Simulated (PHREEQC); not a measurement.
Make-up at 20 °C: 0.015 mol/kgw Cu(BF4)2, 0.24 mol/kgw H2SO4 and 0.036 mol/kgw Na2SO4. Closed to the air; pH follows from the charge balance.

The numbers come from PHREEQC with the ion-association model, phreeqc.dat.

Each row changes one thing in this solution. No solid was allowed to form.

```
case                         pH  ionic strength (mol/kgw)  HSO4- (mol/kgw)  Na+ (mol/kgw)  SO4-2 (mol/kgw)  NaSO4- (mol/kgw)
-------------------------  ----  ------------------------  ---------------  -------------  ---------------  ----------------
as made                    0.71                     0.394            0.225         0.0687           0.0425           0.00331
Cu(BF4)2 left out          0.71                     0.360            0.230         0.0686           0.0422           0.00338
H2SO4 left out             2.93                     0.123          0.00121         0.0689           0.0259               [?]
0.01 mol/kgw CuCl2 added   0.71                     0.418            0.223         0.0688           0.0425               [?]
diluted 5-fold with water  1.31                    0.0959           0.0361         0.0140           0.0176          0.000452
```

Problem. Complete the blanks.

Solution. 
- H2SO4 left out, NaSO4- (mol/kgw): 0.00302
- 0.01 mol/kgw CuCl2 added, NaSO4- (mol/kgw): 0.00325

Complexes and solids missing from the database can't appear. Real BF4- forms and hydrolyses slowly; the run takes it at equilibrium.
